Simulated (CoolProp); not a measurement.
Properties of propylene along the isobar 53.6 bar (Tc = 91.1 °C, pc = 45.55 bar, ω = 0.146).

Values from CoolProp's reference Helmholtz-energy equation of state, Lemmon 2013.

```csv
T (°C),phase,expansivity (1/kK),conductivity (mW/(m K))
-68.05,liquid,1.780,…
-53.35,liquid,…,…
-38.65,liquid,1.992,…
-23.85,liquid,2.139,138
-9.15,liquid,2.326,132
5.65,liquid,2.569,125
20.35,liquid,2.896,…
35.05,liquid,3.359,111
49.85,liquid,4.080,103
64.55,liquid,5.347,95.7
79.25,liquid,8.293,87.2
94.05,supercritical,24.90,77.4
108.75,supercritical,27.84,52.3
123.55,supercritical,12.19,45.0
138.25,supercritical,8.265,43.4
152.95,supercritical,6.413,43.4
```

### Question
Some entries are withheld; supply them.

### Answer

- -68.05, conductivity (mW/(m K)): 156
- -53.35, expansivity (1/kK): 1.875
- -53.35, conductivity (mW/(m K)): 150
- -38.65, conductivity (mW/(m K)): 144
- 20.35, conductivity (mW/(m K)): 118

Thermal conductivity comes from a separate model (Huber 2003), an estimate that may be off by 10 % or more.
